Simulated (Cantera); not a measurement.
A closed system holds: 1 mol CH3Cl, at 12.0 mbar.

Equilibrium computed with Cantera from the NASA thermochemical tables; the gas is ideal and each condensed phase is pure. Candidate condensed phases: C, C6H6, C7H8, C8H18; 103 gas species. Ions and electrons are included (thermal ionisation). The tables' values for CCl are old estimates; treat these amounts as uncertain. Kinetics and transport are ignored. All values below are at 2727 °C.

Base state: H 0.524, Cl 0.217, H2 0.132, HCl 0.0801, C3 0.0260, C2H2 (acetylene) 0.00821, C2H 0.00560, C 0.00422 (mole fractions); condensed: C(graphite).

Task: What changes in the equilibrium state with this change: CH3Cl replaced by CH3F?

Result: 
| species | before | after |
|---|---|---|
| H | 0.524 | 0.483 |
| HF | 0 | 0.348 |
| H2 | 0.132 | 0.112 |
| Cl | 0.217 | 0 |
| HCl | 0.0801 | 0 |
| C3 | 0.0260 | 0.0260 |
| F | 0 | 0.00927 |
| CF | 0 | 0.00107 |
| C2HCl | 0.000112 | 0 |
| C(graphite), mol | 0.599 | 0.675 |
